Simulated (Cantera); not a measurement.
An isothermal, constant-pressure homogeneous reactor starts with CO : O2 : H2O : N2 = 0.0075 : 0.024 : 0.027 : 0.32 (molar parts), equivalence ratio 0.16, at 1400 K and 465 Torr.

Computed with Cantera and GRI-Mech 3.0 (53 species, 325 reactions).

One state of this run: x CO = 1.32e-6; x O2 = 0.0540; x H2O = 0.0720; x OH = 4.53e-5; x H2O2 = 5.86e-9. x: mole fraction; the columns are a selection and need not sum to one.

Problem. Which value of t (s) does it belong to?
(A) 0.0425
(B) 3.00e-6
(C) 0.0108
(D) 4.60e-5

Solution. A, 0.0425
